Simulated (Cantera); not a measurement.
What does this Cantera script print?

```python
import numpy as np
import cantera as ct

gas_names = [...]  # 123 gases of nasa_gas.yaml made of C, H, O, Si
cond_names = """
    C(gr) C6H6(L) C7H8(L) C8H18(L),n-octa H2O(s) H2O(L) Si(cr) Si(L) SiC(b) SiO2(Lqz) SiO2(hqz) SiO2(L)
""".split()


# ... load() reads the species with a 1 bar reference pressure and builds the phases ...
atoms = {
    'SiC': {'Si': 1, 'C': 1},
    'O2': {'O': 2},
    'H2': {'H': 2},
}
top_T = {'C(gr)': 4500, 'SiC(b)': 3050}  # K; cautious upper limits of use, not melting points


# ... equilibrate(T, P, feed) seeds the gas with the atoms and calls Mixture.equilibrate('TP', solver="vcs", rtol=1e-11, max_steps=5000) ...
results = []
T = 1975  # K
P = 120  # Pa
for m in [0.0014, 0.002, 0.003, 0.0045, 0.0067, 0.01, 0.015, 0.022, 0.033, 0.049, 0.073, 0.11, 0.16]:
    feed = {'SiC': 1, 'O2': m, 'H2': 170}  # mol
    mix = equilibrate(T, P, feed)
    results.append((T, P, feed, dict(zip(mix.species_names, mix.species_moles))))

top = {s: max(r[3][s] / sum(r[3][g] for g in gas_names) for r in results) for s in gas_names}
cols = sorted((s for s in top if top[s] > 1e-06), key=lambda s: -top[s])[:8]
seen = [c for c in cond_names if any(r[3].get(c, 0) > 1e-12 for r in results)]
print("log10 of partial pressures in bar; condensed amounts in mol")
print(f"{'n(O2)':>10s}" + "".join(f"{s[:9]:>10s}" for s in cols + seen))
for T, P, feed, n in results:
    ng = sum(n[g] for g in gas_names)
    print(f"{feed['O2']:10.4g}" + "".join(f"{np.log10(max(n[s] / ng * P / 1e5, 1e-99)):10.3f}" for s in cols)
          + "".join(f"{n.get(c, 0):10.4g}" for c in seen))
```

Output:

```
log10 of partial pressures in bar; condensed amounts in mol
     n(O2)        H2         H        Si        CO C2H2,acet      Si2C       SiH      SiC2     C(gr)    SiC(b)
    0.0014    -2.939    -4.333    -5.792    -7.717    -6.126    -7.401    -7.404    -7.226   0.01788    0.7397
     0.002    -2.939    -4.333    -5.792    -7.562    -6.126    -7.401    -7.404    -7.226    0.0167    0.7397
     0.003    -2.939    -4.333    -5.792    -7.386    -6.126    -7.401    -7.404    -7.226   0.01474    0.7396
    0.0045    -2.939    -4.333    -5.792    -7.210    -6.126    -7.401    -7.404    -7.226    0.0118    0.7396
    0.0067    -2.939    -4.333    -5.792    -7.037    -6.126    -7.401    -7.404    -7.226  0.007479    0.7396
      0.01    -2.939    -4.333    -5.792    -6.863    -6.126    -7.401    -7.404    -7.226  0.001003    0.7395
     0.015    -2.939    -4.333    -5.787    -6.687    -6.138    -7.395    -7.399    -7.232         0    0.7362
     0.022    -2.939    -4.333    -5.778    -6.521    -6.155    -7.386    -7.390    -7.241         0     0.731
     0.033    -2.939    -4.333    -5.764    -6.345    -6.184    -7.372    -7.376    -7.255         0    0.7224
     0.049    -2.939    -4.333    -5.742    -6.174    -6.226    -7.351    -7.355    -7.276         0    0.7088
     0.073    -2.939    -4.333    -5.710    -6.002    -6.292    -7.318    -7.322    -7.309         0    0.6863
      0.11    -2.940    -4.334    -5.658    -5.826    -6.396    -7.266    -7.270    -7.361         0    0.6464
      0.16    -2.940    -4.334    -5.587    -5.666    -6.537    -7.196    -7.200    -7.431         0    0.5827
```

Equilibrium computed with Cantera from the NASA thermochemical tables; the gas is ideal and each condensed phase is pure.
